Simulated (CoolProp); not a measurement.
Model: reference Helmholtz-energy equation of state, Smukala 2000, in CoolProp.

**Question.** Give the vapour pressure (MPa), vapour density (kg/m³), liquid cp (kJ/(kg K)), surface tension (mN/m) of saturated ethylene at 149.2 K.

**Answer.** 
```tsv
T (K)	p (MPa)	vapour density (kg/m³)	liquid cp (kJ/(kg K))	surface tension (mN/m)
149.2	0.0257	0.589	2.40	19.8
```

Surface tension comes from a separate correlation (Mulero 2012).
